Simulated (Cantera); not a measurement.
Charge: 1 mol MgO, 0.014 mol Br2, 0.3 mol N2, held at 1175 K and 940000 Pa.

Method: chemical equilibrium by Gibbs-energy minimisation in Cantera with the NASA 1993 tables (ideal gas, pure condensed phases). Candidate condensed phases: Br2, Mg, MgBr2, MgO; 17 gas species. Equilibrium is a limit: real reactors are often held back by kinetics, nucleation or transport.

Base state: N2 0.954, Br2 0.0434, Br 0.00226, MgBr2 2.53e-5, O2 1.20e-5 (mole fractions); condensed: MgO(s).

Q: What changes in the equilibrium state with this change: pressure from 940000 Pa to 100000 Pa?

A: 
```csv
species,before,after
N2,0.954,0.952
Br2,0.0434,0.0410
Br,0.00226,0.00675
MgBr2,2.53e-5,5.11e-5
O2,1.20e-5,2.46e-5
"MgO(s), mol",1.000,1.000
```
